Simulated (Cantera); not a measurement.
## Adiabatic ignition

An adiabatic, constant-pressure homogeneous reactor starts with CH3OH : O2 : N2 = 1 : 2.14 : 22 (molar parts), at 1773 K and 5.00 bar.

Computed with Cantera and GRI-Mech 3.0 (53 species, 325 reactions). GRI-Mech 3.0 was tuned for natural gas; its chemistry of methanol as a main component is partial and can be far from experiment.

```
t (s)     T (K)  x CH3OH    x O2     x HCO    x CH3    x CH2       x O
--------  -----  -------  ------  --------  -------  -------  --------
6.00e-6    1794   0.0268  0.0785   2.79e-5  4.19e-5  2.01e-6   7.43e-6
1.35e-5    1983  3.69e-6  0.0509   7.17e-6  2.90e-5  1.36e-6   0.00256
3.03e-5    2243   <1e-12  0.0295   3.38e-8   <1e-12   <1e-12   0.00471
6.80e-5    2359   <1e-12  0.0268   4.38e-9   <1e-12   <1e-12   0.00181
0.000153   2406   <1e-12  0.0255  8.07e-10   <1e-12   <1e-12  0.000867
0.000343   2416   <1e-12  0.0252  4.47e-10   <1e-12   <1e-12  0.000683
0.000771   2416   <1e-12  0.0250  4.34e-10   <1e-12   <1e-12  0.000672
0.00173    2415   <1e-12  0.0248  4.33e-10   <1e-12   <1e-12  0.000666
0.00389    2413   <1e-12  0.0244  4.29e-10   <1e-12   <1e-12  0.000653
0.00874    2410   <1e-12  0.0236  4.24e-10   <1e-12   <1e-12  0.000632
0.0196     2406   <1e-12  0.0227  4.18e-10   <1e-12   <1e-12  0.000607
0.0441     2404   <1e-12  0.0222  4.15e-10   <1e-12   <1e-12  0.000594
0.0991     2404   <1e-12  0.0221  4.14e-10   <1e-12   <1e-12  0.000592
0.223      2404   <1e-12  0.0221  4.14e-10   <1e-12   <1e-12  0.000592
0.500      2404   <1e-12  0.0221  4.14e-10   <1e-12   <1e-12  0.000592
```
x: mole fraction; the columns are a selection and need not sum to one.

```
Quantity                                                              Result
---------------------------------  -----------------------------------------
time of steepest temperature rise                                    12.7 µs
temperature at 0.500 s                                                2404 K
equilibrium temperature                                               2404 K
x(CH3OH) at 0.500 s                    <1e-12 (gas-phase equilibrium <1e-12)
x(O2) at 0.500 s                       0.0221 (gas-phase equilibrium 0.0221)
x(HCO) at 0.500 s                  4.14e-10 (gas-phase equilibrium 4.14e-10)
```
